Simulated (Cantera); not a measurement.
Feed: 1 mol CH₂F₂, 0.033 mol CH₄, 2.2 mol H₂, held at 3275 °C.

These are equilibrium values from Cantera (NASA tables, ideal gas, pure condensed phases), not measurements of a reactor. Candidate condensed phases: C, C₆H₆, C₇H₈, C₈H₁₈; 95 gas species. Equilibrium is a limit: real reactors are often held back by kinetics, nucleation or transport.

x: gas mole fraction; nothing condenses.

```tsv
P (Pa)	x H	x HF	x H₂	x F	x C	x C₂H₂ (acetylene)	x C₃	x C₂H	x C₂
1	0.683	0.000230	1.08e-5	0.209	0.108	<1e-12	7.52e-8	3.66e-9	3.25e-5
10	0.682	0.00228	0.000108	0.207	0.107	1.73e-10	7.42e-6	3.62e-7	0.000323
100	0.679	0.0210	0.00107	0.192	0.102	1.54e-7	0.000631	3.23e-5	0.00289
1000	0.659	…	…	…	…	…	…	…	…
10000	…	…	…	…	…	…	…	…	…
100000	0.314	0.367	0.228	0.00725	0.00331	0.0346	0.0216	0.0158	0.00305
```

Task: What belongs in the gaps?

Result: 
- 1000, x HF: 0.124
- 1000, x H₂: 0.0100
- 1000, x F: 0.117
- 1000, x C: 0.0602
- 1000, x C₂H₂ (acetylene): 5.06e-5
- 1000, x C₃: 0.0130
- 1000, x C₂H: 0.00110
- 1000, x C₂: 0.0101
- 10000, x H: 0.558
- 10000, x HF: 0.268
- 10000, x H₂: 0.0721
- 10000, x F: 0.0298
- 10000, x C: 0.0173
- 10000, x C₂H₂ (acetylene): 0.00301
- 10000, x C₃: 0.0310
- 10000, x C₂H: 0.00769
- 10000, x C₂: 0.00837
